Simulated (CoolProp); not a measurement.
R113 along the isobar 122 bar: Z from the reference equation and from simpler models built on Tc = 214.1 °C, pc = 33.92 bar, ω = 0.253; each cubic takes its own stable root.

Model: reference Helmholtz-energy equation of state, Marx 1992, in CoolProp.

```tsv
T (°C)	phase	reference	Redlich-Kwong	Soave-Redlich-Kwong	Peng-Robinson
16.15	liquid	0.5892	0.6415	0.6284	0.5593
31.55	liquid	0.5711	0.6209	0.6073	0.5402
46.95	liquid	0.5553	0.6031	0.5892	0.5239
62.35	liquid	0.5416	0.5878	0.5737	0.5100
77.75	liquid	0.5297	0.5749	0.5607	0.4983
93.25	liquid	0.5196	0.5640	0.5500	0.4888
108.65	liquid	0.5113	0.5552	0.5415	0.4813
124.05	liquid	0.5046	0.5483	0.5352	0.4759
139.45	liquid	0.4996	0.5432	0.5310	0.4725
154.85	liquid	0.4962	0.5398	0.5290	0.4712
```
